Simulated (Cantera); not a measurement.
**Thermodynamics of silicon carbide growth, feed (CH₃)₂SiCl₂ + H₂**

Charge: 1 mol (CH₃)₂SiCl₂, 740 mol H₂, at 2.70 mbar.

Equilibrium computed with Cantera from the NASA thermochemical tables; the gas is ideal and each condensed phase is pure. Candidate condensed phases: C, C₆H₆, C₇H₈, C₈H₁₈, Si, SiC; 109 gas species. The feed counts by its element totals alone. Rates play no part.

From 975 °C to 1725 °C the condensed part is C(graphite) + SiC(s). From 1875 °C to 2025 °C nothing is condensed. The main Si-bearing gas is SiCl₂ at 975 °C and Si at 2025 °C.

```json
[
 {"T (°C)": "975", "x H₂": "0.997", "x H": "8.98e-6", "x HCl": "0.00269", "x C₂H₂ (acetylene)": "2.43e-7", "x Si": "6.42e-12", "x Cl": "2.07e-8", "n C(graphite)": "0.977", "n SiC(s)": "1.000"},
 {"T (°C)": "1125", "x H₂": "0.997", "x H": "9.09e-5", "x HCl": "0.00269", "x C₂H₂ (acetylene)": "2.44e-6", "x Si": "1.37e-9", "x Cl": "2.02e-7", "n C(graphite)": "0.988", "n SiC(s)": "1.000"},
 {"T (°C)": "1275", "x H₂": "0.997", "x H": "0.000592", "x HCl": "0.00269", "x C₂H₂ (acetylene)": "1.56e-5", "x Si": "1.03e-7", "x Cl": "1.27e-6", "n C(graphite)": "0.973", "n SiC(s)": "1.000"},
 {"T (°C)": "1425", "x H₂": "0.994", "x H": "0.00278", "x HCl": "0.00268", "x C₂H₂ (acetylene)": "7.17e-5", "x Si": "3.57e-6", "x Cl": "5.81e-6", "n C(graphite)": "0.894", "n SiC(s)": "0.997"},
 {"T (°C)": "1575", "x H₂": "0.987", "x H": "0.0101", "x HCl": "0.00265", "x C₂H₂ (acetylene)": "0.000254", "x Si": "6.93e-5", "x Cl": "2.07e-5", "n C(graphite)": "0.674", "n SiC(s)": "0.941"},
 {"T (°C)": "1725", "x H₂": "0.965", "x H": "0.0303", "x HCl": "0.00258", "x C₂H₂ (acetylene)": "0.000732", "x Si": "0.000857", "x Cl": "6.04e-5", "n C(graphite)": "0.561", "n SiC(s)": "0.259"},
 {"T (°C)": "1875", "x H₂": "0.918", "x H": "0.0769", "x HCl": "0.00243", "x C₂H₂ (acetylene)": "0.00122", "x Si": "0.00118", "x Cl": "0.000149", "n C(graphite)": "0", "n SiC(s)": "0"},
 {"T (°C)": "2025", "x H₂": "0.827", "x H": "0.168", "x HCl": "0.00214", "x C₂H₂ (acetylene)": "0.00116", "x Si": "0.00115", "x Cl": "0.000313", "n C(graphite)": "0", "n SiC(s)": "0"}
]
```
x: gas mole fraction; n: condensed amount in mol.
